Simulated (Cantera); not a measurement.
Feed: 1 mol Si, 0.029 mol H2O, 290 mol N2, held at 0.0133 bar.

These are equilibrium values from Cantera (NASA tables, ideal gas, pure condensed phases), not measurements of a reactor. Candidate condensed phases: H2O, Si, SiO2, Si2N2O, Si3N4; 35 gas species. The numbers say what is thermodynamically allowed, not how fast it happens.

Problem. At 1723 K, list the 5 most abundant gas species with their mole fractions, and the condensed phases.

Solution. N2 1.000, SiO 0.000100, H2 9.26e-5, Si 2.33e-5, H 1.52e-5. Condensed: Si3N4(s).
